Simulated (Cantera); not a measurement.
Feed: 1 mol C, 1.1 mol H₂O, 0.55 mol N₂, 2.9 mol NH₃, equilibrated at 1375 K and 133 Pa.

Equilibrium computed with Cantera from the NASA thermochemical tables; the gas is ideal and each condensed phase is pure. Candidate condensed phases: C, C₆H₆, C₇H₈, C₈H₁₈, H₂O; 136 gas species. Rates play no part.

Base state: H₂ 0.634, N₂ 0.237, CO 0.117, H₂O 0.0109, CO₂ 0.000972, H 7.47e-5 (mole fractions); condensed: gas only.

Question: What changes in the equilibrium state with this change: temperature from 1375 K to 2323 K?

Answer: 
```json
[
 {"species": "H₂", "before": "0.634", "after": "0.467"},
 {"species": "N₂", "before": "0.237", "after": "0.212"},
 {"species": "H", "before": "7.47e-5", "after": "0.204"},
 {"species": "H₂O", "before": "0.0109", "after": "0.00934"},
 {"species": "CO", "before": "0.117", "after": "0.106"},
 {"species": "O", "before": "<1e-9", "after": "0.000201"},
 {"species": "OH", "before": "2.30e-8", "after": "0.000678"},
 {"species": "NO", "before": "<1e-9", "after": "2.41e-5"},
 {"species": "CO₂", "before": "0.000972", "after": "0.000373"}
]
```
